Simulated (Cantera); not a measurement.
## Low-pressure radical oxidation in H2/O2

A perfectly stirred reactor is fed with 11.5 % H2, 88.5 % O2, at 0.0263 atm; it is held at 925 K, and followed from long to short residence time.

Cantera simulation using the H2/O2 subset of GRI-Mech 3.0, which has no nitrogen chemistry; the numbers are that mechanism's predictions, not measurements. Radical loss at walls, strong at low pressure, is not modelled. Below about 950 K walls govern HO2 and H2O2 in real vessels. The temperature is held fixed by assumption; the heat of reaction is taken as removed at once.

```
τ (s)       x H2   x O2       x H      x OH       x O   x H2O
------  --------  -----  --------  --------  --------  ------
9.6     0.000383  0.878   5.22e-6   8.65e-5   9.19e-5   0.122
3.0     0.000764  0.878   1.67e-5  0.000134  0.000191   0.121
0.96     0.00146  0.878   5.19e-5  0.000214  0.000377   0.120
0.30     0.00275  0.877  0.000164  0.000354  0.000732   0.119
0.095    0.00505  0.876  0.000509  0.000592   0.00138   0.116
0.030    0.00919  0.875   0.00155  0.000990   0.00252   0.111
0.0095    0.0165  0.872   0.00443   0.00160   0.00446   0.101
0.0030    0.0296  0.867    0.0109   0.00237   0.00721  0.0825
```
x: mole fraction; the columns are a selection and need not sum to one.
